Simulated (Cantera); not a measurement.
An adiabatic, constant-pressure homogeneous reactor starts with CH₄ : O₂ : N₂ : H₂O = 1 : 1.25 : 4.7 : 0.96 (molar parts), at 1600 K and 6.10 bar.

Computed with Cantera and GRI-Mech 3.0 (53 species, 325 reactions).

One state of this run: T (K) = 2678; x CH₄ = 1.49e-11; x O₂ = 0.000212; x H₂O = 0.244; x NO₂ = 4.76e-8; x H₂O₂ = 8.84e-8; x HCO = 3.56e-7; x H = 0.00642. x: mole fraction; the columns are a selection and need not sum to one.

Q: Which value of t (s) does it belong to?
A) 0.000136
B) 0.0111
C) 4.52e-5
D) 5.00e-6

A: B, 0.0111
